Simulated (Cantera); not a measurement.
A Cantera script and what it prints.

```python
import numpy as np
import cantera as ct

gas_names = """
    CL CL2 H HCL H2 N NH NH2 NH3 N2 N2H2 N2H4 Si SiCL SiCL2 SiCL3 SiCL4 SiH SiHCL3 SiH2 SiH2CL2 SiH3
    SiH3CL SiH4 SiN Si2 Si2N Si3
""".split()
cond_names = """
    NH4CL(a) NH4CL(b) Si(cr) Si(L) Si3N4(a)
""".split()


def load(file, names, dense=False):
    # The tables refer to 1 bar. Condensed volumes are neglected.
    table = {s.name: s for s in ct.Species.list_from_file(file)}
    out = []
    for n in names:
        d = dict(table[n].input_data)
        d["thermo"] = dict(d["thermo"], **{"reference-pressure": 1e5})
        if dense:
            d["equation-of-state"] = {"model": "constant-volume", "density": "1e6 g/cm^3"}
        out.append(ct.Species.from_dict(d))
    return out


gas = ct.Solution(thermo="ideal-gas", species=load("nasa_gas.yaml", gas_names))
cond = {s.name: ct.Solution(thermo="fixed-stoichiometry", species=[s], name=s.name)
        for s in load("nasa_condensed.yaml", cond_names, dense=True)}
atoms = {
    'SiH2Cl2': {'Si': 1, 'H': 2, 'CL': 2},
    'N2': {'N': 2},
}
top_T = {'Si3N4(a)': 2400}  # K; cautious upper limits of use, not melting points


def equilibrate(T, P, feed):
    n = {}
    for name, mol in feed.items():
        for a, k in atoms[name].items():
            n[a] = n.get(a, 0.0) + k * mol
    gas.TPX = T, P, n
    mass = sum(n.values()) * gas.mean_molecular_weight
    gas.equilibrate("TP")
    valid = [c for c in cond.values() if c.min_temp <= T <= top_T.get(c.name, c.max_temp)]
    mix = ct.Mixture([(gas, mass / gas.mean_molecular_weight)] + [(c, 0.0) for c in valid])
    mix.T, mix.P = T, P
    mix.equilibrate("TP", solver="vcs", rtol=1e-11, max_steps=5000)
    return mix


results = []
feed = {'SiH2Cl2': 1, 'N2': 15}  # mol
T = 798  # K
P = 13332.2  # Pa
mix = equilibrate(T, P, feed)
results.append((T, P, feed, dict(zip(mix.species_names, mix.species_moles))))
x = sorted(zip(gas.X, gas.species_names), reverse=True)
print(f"T = {T:g} K  P = {P:g} Pa  gas = {mix.phase_moles(0):.4g} mol")
print("   x: " + "  ".join(f"{s} {v:.3e}" for v, s in x if v > 1e-05))
print("   condensed (mol): " + ("  ".join(f"{mix.phase(i).name} {mix.phase_moles(i):.4g}"
      for i in range(1, mix.n_phases) if mix.phase_moles(i) > 1e-12) or "none"))
```

Result:

```
T = 798 K  P = 13332.2 Pa  gas = 16.26 mol
   x: N2 8.907e-01  HCL 6.823e-02  H2 2.738e-02  SiCL4 1.369e-02
   condensed (mol): Si3N4(a) 0.2591
```

These are equilibrium values from Cantera (NASA tables, ideal gas, pure condensed phases), not measurements of a reactor. N2 is the only nitrogen source here; it is nearly inert below about 1500 K, so the nitride shown seldom forms there in practice.
